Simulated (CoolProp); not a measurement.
R115 along the isotherm 128.35 °C: Z from the reference equation and from simpler models built on Tc = 80.0 °C, pc = 3.129 MPa, ω = 0.248; each cubic takes its own stable root.

The numbers come from the reference Helmholtz-energy equation of state, Lemmon 2016 in CoolProp.

```tsv
p (MPa)	phase	reference	van der Waals	Redlich-Kwong	Soave-Redlich-Kwong
0.0148	gas	0.9990	0.9990	0.9989	0.9990
0.0338	gas	0.9977	0.9977	0.9975	0.9976
0.0769	gas	0.9948	0.9947	0.9942	0.9946
0.175	gas	0.9881	0.9878	0.9868	0.9878
0.398	gas	0.9726	0.9719	0.9698	0.9720
0.906	gas	0.9360	0.9341	0.9300	0.9352
2.06	gas	0.8454	0.8382	0.8329	0.8473
4.69	supercritical	0.6008	0.5267	0.5724	0.6290
```
